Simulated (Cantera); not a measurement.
## Halide evaporation, hydrolysis and transport: PbF2 + HF + N2

Charge: 1 mol PbF2, 0.1 mol HF, 9.8 mol N2, equilibrated at 0.0100 bar.

Equilibrium computed with Cantera from the NASA thermochemical tables; the gas is ideal and each condensed phase is pure. Candidate condensed phases: Pb, PbF2; 26 gas species. Rates play no part.

```csv
T (K),x N2,x PbF2,x PbF4,x Pb,x F,x PbF,x HF,x H,n Pb(l),n PbF2(s)
850,0.989,7.44e-5,0.000450,3.18e-5,<1e-12,1.11e-6,0.0101,<1e-12,0.00414,0.990
950,0.981,0.00182,0.00688,0.000503,<1e-12,3.89e-5,0.0100,1.83e-12,0.0635,0.844
1050,0.929,0.0187,0.0379,0.00465,1.14e-12,0.000603,0.00948,1.47e-11,0.348,0
1150,0.899,0.0431,0.0236,0.0221,4.16e-11,0.00293,0.00917,1.25e-10,0,0
1250,0.899,0.0478,0.0210,0.0190,1.33e-9,0.00394,0.00917,5.11e-10,0,0
1350,0.899,0.0515,0.0189,0.0164,2.53e-8,0.00498,0.00917,1.70e-9,0,0
1450,0.899,0.0543,0.0172,0.0142,3.24e-7,0.00601,0.00917,4.80e-9,0,0
1550,0.899,0.0564,0.0159,0.0124,2.98e-6,0.00701,0.00917,1.19e-8,0,0
1650,0.899,0.0579,0.0149,0.0110,2.11e-5,0.00796,0.00917,2.64e-8,0,0
1750,0.899,0.0590,0.0141,0.00974,0.000119,0.00886,0.00917,5.36e-8,0,0
1850,0.899,0.0598,0.0134,0.00879,0.000559,0.00973,0.00917,1.01e-7,0,0
1950,0.897,0.0603,0.0124,0.00819,0.00221,0.0107,0.00915,1.82e-7,0,0
2050,0.893,0.0602,0.0106,0.00830,0.00732,0.0120,0.00911,3.21e-7,0,0
2150,0.881,0.0583,0.00733,0.01000,0.0196,0.0143,0.00899,5.91e-7,0,0
```
x: gas mole fraction; n: condensed amount in mol.

From 850 K to 950 K the condensed part is Pb(l) + PbF2(s). At 1050 K the condensed part is Pb(l). From 1150 K to 2150 K nothing is condensed. The main Pb-bearing gas is PbF4 at 850 K and PbF2 at 2150 K.
